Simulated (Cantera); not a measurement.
Predominance diagram of Ca at 1575 K against the partial pressures of O₂ and Br₂ (log10, bar). Cantera with NASA thermochemical tables; ideal gases at 1 bar, condensed phases pure. Candidates: Ca(l), CaBr₂(l), CaO(s). Only these pure phases compete in this equilibrium. Not in the tables: oxide halides.

**Question.** Which phase is stable at these pairs, and which metal-bearing vapour leads over it? (-9.5, 0); (-21.4, -11.2); (-0.3, -13.1); (-16.1, -1.9); (-2.9, -15); (-21.4, 0); (-24, -1.9)

**Answer.** 
```csv
log p(O₂),log p(Br₂),phase,chief vapour,log p (bar)
-9.5,0,CaBr₂(l),CaBr₂,-1.7
-21.4,-11.2,CaBr₂(l),CaBr₂,-1.7
-0.3,-13.1,CaO(s),CaBr₂,-13.6
-16.1,-1.9,CaBr₂(l),CaBr₂,-1.7
-2.9,-15,CaO(s),CaO,-13.7
-21.4,0,CaBr₂(l),CaBr₂,-1.7
-24,-1.9,CaBr₂(l),CaBr₂,-1.7
```
